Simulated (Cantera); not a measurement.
Feed: 1 mol C₂F₆, 0.039 mol Si, equilibrated at 2400 K and 1.33 mbar.

Equilibrium computed with Cantera from the NASA thermochemical tables; the gas is ideal and each condensed phase is pure. Candidate condensed phases: C, Si, SiC; 23 gas species. The feed counts by its element totals alone. The tables' values for SiF₃ are old estimates; treat these amounts as uncertain. Gases not in the tables: C₂F₆ and larger saturated fluorocarbons. The numbers say what is thermodynamically allowed, not how fast it happens.

Base state: F 0.780, CF₂ 0.191, CF 0.0185, SiF₄ 0.00784, CF₄ 0.00162, CF₃ 0.00116, SiF₃ 0.000102, C₃ 7.36e-5 (mole fractions); condensed: C(graphite).

What changes in the equilibrium state with this change: pressure from 1.33 mbar to 0.133 bar?


| species | before | after |
|---|---|---|
| CF₄ | 0.00162 | 0.508 |
| CF₂ | 0.191 | 0.339 |
| F | 0.780 | 0.104 |
| CF₃ | 0.00116 | 0.0273 |
| CF | 0.0185 | 0.00246 |
| SiF₄ | 0.00784 | 0.0193 |
| C₂F₄ | 1.54e-7 | 4.85e-5 |
| C | 2.98e-5 | 2.98e-7 |
| C₃ | 7.36e-5 | 7.36e-7 |
| C(graphite), mol | 0.957 | 0.232 |
The tables' values for C₂F₄, SiF₃ are old estimates; treat these amounts as uncertain.
